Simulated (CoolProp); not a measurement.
Vapour-liquid equilibrium of R113 (1) + acetone (2) at 271.4 K; x and y are mole fractions of (1).

Model: multi-fluid Helmholtz-energy mixture model, Marx 1992 and Lemmon 2006; pair parameters Bell 2016, in CoolProp.

```
x      bubble pressure (MPa)  y at the bubble point  dew pressure at overall composition x (MPa)  liquid density (mol/L)
-----  ---------------------  ---------------------  -------------------------------------------  ----------------------
0.05                 0.01006                  0.197                                     0.008829                   13.61
0.125                    ___                  0.361                                     0.009423                   13.04
0.2                  0.01309                  0.456                                      0.01009                   12.51
0.275                0.01395                  0.518                                      0.01085                   12.02
0.35                 0.01454                  0.562                                      0.01171                   11.56
0.425                0.01494                  0.597                                          ___                   11.13
0.5                  0.01522                  0.626                                      0.01369                   10.73
0.575                0.01541                  0.653                                      0.01469                   10.36
0.65                 0.01552                  0.681                                          ___                   10.01
0.725                0.01554                  0.714                                      0.01553                   9.690
0.8                  0.01544                  0.757                                      0.01524                   9.388
0.875                0.01514                  0.816                                      0.01476                   9.106
0.95                 0.01452                  0.907                                      0.01420                   8.843
```

Q: Complete the blanks.

A: 
- 0.125, bubble pressure (MPa): 0.01185
- 0.425, dew pressure at overall composition x (MPa): 0.01267
- 0.65, dew pressure at overall composition x (MPa): 0.01539

y crosses x between x = 0.65 and 0.725: the model has an azeotrope there.

Pair parameters are fitted to limited data, so mixtures are less certain than the pure fluids.
